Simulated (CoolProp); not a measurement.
Computed with CoolProp (reference Helmholtz-energy equation of state, Zhou 2011).

Question: Give the vapour pressure (bar), liquid density (kg/m³), enthalpy of vaporisation (kJ/kg), liquid cp (kJ/(kg K)) of saturated dimethyl carbonate at 443 K.

Answer: 
| T (K) | p (bar) | liquid density (kg/m³) | enthalpy of vaporisation (kJ/kg) | liquid cp (kJ/(kg K)) |
|---|---|---|---|---|
| 443 | 7.63 | 849 | 312 | 2.21 |
